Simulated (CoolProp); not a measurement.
Benzene along the isotherm 321.1 K: Z from the reference equation and from simpler models built on Tc = 562.0 K, pc = 4906 kPa, ω = 0.211; each cubic takes its own stable root.

Computed with CoolProp (reference Helmholtz-energy equation of state, Thol 2012).

```csv
p (kPa),phase,reference
23.3,gas,0.9895
34.2,liquid,0.001179
50.1,liquid,0.001727
73.6,liquid,0.002537
108,liquid,0.003722
159,liquid,0.005480
233,liquid,0.008029
342,liquid,0.01178
501,liquid,0.01726
736,liquid,0.02535
1080,liquid,0.03718
1590,liquid,0.05471
2330,liquid,0.08010
3420,liquid,0.1174
5010,liquid,0.1717
7360,liquid,0.2516
```

Problem. How far does each simpler model (Redlich-Kwong, Soave-Redlich-Kwong, Peng-Robinson) lie from the reference over these 16 states: mean and median of the absolute difference, and the worst?

Solution. 
- Redlich-Kwong: mean 8798.7 %, median 11.5 %, worst +83776.2 % at 321.1 K and 34.2 kPa
- Soave-Redlich-Kwong: mean 8.6 %, median 9.2 %, worst +9.2 % at 321.1 K and 34.2 kPa
- Peng-Robinson: mean 5231.3 %, median 3.1 %, worst +83657.4 % at 321.1 K and 34.2 kPa

At some of these states Redlich-Kwong, Peng-Robinson gives the other phase, because its saturation line lies elsewhere.
